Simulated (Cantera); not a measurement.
An adiabatic, constant-pressure homogeneous reactor starts with CH3OH : O2 : N2 = 1 : 0.714 : 2.69 (molar parts), equivalence ratio 2.1, at 1075 K and 17300 Torr. Integrator tolerance rtol = 1e-08.

Computed with Cantera and GRI-Mech 3.0 (53 species, 325 reactions). GRI-Mech 3.0 was tuned for natural gas; its chemistry of methanol as a main component is partial and can be far from experiment. The pressure lies above the range GRI-Mech 3.0 was tuned for (to about 10 atm).

What does this change do: O2 0.714 to 0.25 parts?


| quantity | before | after |
|---|---|---|
| time of steepest temperature rise | 7.66 ms | 7.72 ms |
| temperature at 1.00 s | 2240 K | 1206 K |
| equilibrium temperature | 2240 K | 1232 K |
| x(CH3OH) at 1.00 s | 3.85e-11 (gas-phase equilibrium 3.94e-11) | 1.96e-8 (gas-phase equilibrium 1.53e-8) |
| x(O2) at 1.00 s | 2.19e-7 (gas-phase equilibrium 2.19e-7) | <1e-12 (gas-phase equilibrium <1e-12) |
| x(H) at 1.00 s | 0.000552 (gas-phase equilibrium 0.000552) | 6.25e-8 (gas-phase equilibrium 3.91e-8) |
| x(C2H2) at 1.00 s | 4.21e-12 (gas-phase equilibrium 4.63e-12) | 2.72e-7 (gas-phase equilibrium 2.98e-9) |
| x(OH) at 1.00 s | 0.000125 (gas-phase equilibrium 0.000125) | 1.64e-10 (gas-phase equilibrium 9.29e-11) |
| x(C2H6) at 1.00 s | <1e-12 (gas-phase equilibrium <1e-12) | 1.34e-5 (gas-phase equilibrium 9.13e-8) |

What does this change do: constant volume in place of constant pressure?


```tsv
quantity	before	after
time of steepest temperature rise	7.66 ms	7.57 ms
temperature at 1.00 s	2240 K	2583 K
equilibrium temperature	2240 K	2583 K
x(CH3OH) at 1.00 s	3.85e-11 (gas-phase equilibrium 3.94e-11)	1.80e-10 (gas-phase equilibrium 1.85e-10)
x(O2) at 1.00 s	2.19e-7 (gas-phase equilibrium 2.19e-7)	2.78e-6 (gas-phase equilibrium 2.78e-6)
x(H) at 1.00 s	0.000552 (gas-phase equilibrium 0.000552)	0.00157 (gas-phase equilibrium 0.00157)
x(C2H2) at 1.00 s	4.21e-12 (gas-phase equilibrium 4.63e-12)	2.89e-11 (gas-phase equilibrium 3.15e-11)
x(OH) at 1.00 s	0.000125 (gas-phase equilibrium 0.000125)	0.000567 (gas-phase equilibrium 0.000567)
x(C2H6) at 1.00 s	<1e-12 (gas-phase equilibrium <1e-12)	<1e-12 (gas-phase equilibrium <1e-12)
```
